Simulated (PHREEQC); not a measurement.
Acid mine or pickling water: speciation

Synthetic water in mmol/kgw, 29 °C, pH 2.01, pe 12.6: Na 22.7; K 3.4; Ca 4.76; Mg 2.93; Cl 8.82; S(6) 26.3; Zn 0.0158; Li 0.148; F 0.00449; Mn(2) 0.0375; Fe(3) 0.0556.

Valence states are taken as typed.

The numbers come from PHREEQC with the ion-association model, phreeqc.dat.

```
Property                      Result
--------------------  --------------
ionic strength        0.0663 mol/kgw
specific conductance      8390 µS/cm
density                  0.999 g/cm³
total alkalinity        -19.8 meq/kg
charge-balance error           0.2 %
```

```csv
species,molality,activity,log γ
Na+,0.0220,0.0178,-0.093
SO4-2,0.0146,0.00616,-0.374
H+,0.0116,0.00977,-0.075
Cl-,0.00882,0.00700,-0.100
HSO4-,0.00795,0.00639,-0.095
K+,0.00325,0.00258,-0.101
Ca+2,0.00312,0.00136,-0.361
```

No solid was allowed to form. Saturation is exceeded, for instance for Hematite (slow to form), Goethite (slow to form); the values hold only as long as no solid forms. Fluoro complexes past AlF4- and FeF3 are missing from the database.
